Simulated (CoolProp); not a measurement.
Model: reference Helmholtz-energy equation of state, Guder 2009, in CoolProp.

Question: For sulfur hexafluoride, give the phase and the Prandtl number at 70.25 °C and 578 kPa; 316.95 °C and 10700 kPa; 107.25 °C and 97.9 kPa.

Answer: 
- 70.25 °C and 578 kPa: gas; Prandtl number 0.779
- 316.95 °C and 10700 kPa: supercritical; Prandtl number 0.750
- 107.25 °C and 97.9 kPa: gas; Prandtl number 0.767

Viscosity comes from a separate model (Quiñones-Cisneros 2012). Thermal conductivity comes from a separate model (Assael 2012).
